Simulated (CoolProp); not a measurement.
The fluid at 293.15 K and 0.371 MPa (stagnation) flows isentropically through a choked orifice. The same conditions are run with several fluids, on thermodynamics alone (safety and materials aside).

Computed with CoolProp (reference Helmholtz-energy equation of state of each fluid (C3F8 (R218): Lemmon 2006; R407C: Lemmon 2003; carbon monoxide: Lemmon 2006; R143a: Lemmon and Jacobsen 2000; CH2F2 (R32): Tillner-Roth 1997)). Blends and air are pseudo-pure fits.

| fluid | throat to inlet pressure ratio | mass flux (kg/(m² s)) | throat temperature (K) |
|---|---|---|---|
| C3F8 (R218) | 0.603 | 2070 | 283.4 |
| R407C | 0.581 | 1440 | 273.1 |
| carbon monoxide | 0.528 | 863 | 244.1 |
| R143a | 0.585 | 1410 | 275.0 |
| CH2F2 (R32) | 0.555 | 1150 | 260.0 |
